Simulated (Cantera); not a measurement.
## NO annealing gas

An isothermal, constant-pressure homogeneous reactor starts with 20.8 % NO, 79.2 % N₂, at 2023 K and 0.987 atm.

Detailed kinetics in Cantera: GRI-Mech 3.0 (53 species, 325 reactions).

| t (s) | x NO | x O | x O₂ | x N₂ | x NO₂ | x N₂O |
|---|---|---|---|---|---|---|
| 5.00e-5 | 0.208 | 2.37e-6 | 2.28e-8 | 0.792 | 8.00e-7 | 2.78e-6 |
| 0.000150 | 0.208 | 6.46e-6 | 2.07e-7 | 0.792 | 4.04e-6 | 7.31e-6 |
| 0.000452 | 0.208 | 2.00e-5 | 2.70e-6 | 0.792 | 1.61e-5 | 1.53e-5 |
| 0.00136 | 0.208 | 4.62e-5 | 3.96e-5 | 0.792 | 4.02e-5 | 2.07e-5 |
| 0.00408 | 0.208 | 5.32e-5 | 0.000242 | 0.792 | 4.66e-5 | 2.10e-5 |
| 0.0123 | 0.206 | 5.68e-5 | 0.000871 | 0.793 | 4.97e-5 | 2.07e-5 |
| 0.0368 | 0.203 | 6.65e-5 | 0.00278 | 0.795 | 5.78e-5 | 1.99e-5 |
| 0.111 | 0.191 | 8.96e-5 | 0.00854 | 0.800 | 7.46e-5 | 1.76e-5 |
| 0.333 | 0.158 | 0.000135 | 0.0249 | 0.817 | 9.45e-5 | 1.19e-5 |
| 1.00 | 0.0888 | 0.000199 | 0.0596 | 0.851 | 7.91e-5 | 3.88e-6 |
x: mole fraction; the columns are a selection and need not sum to one.

Equilibrium at this temperature and pressure: NO 0.00604, O 0.000255, O₂ 0.101, N₂ 0.893, NO₂ 6.95e-6, N₂O 3.61e-7 (gas phase only).
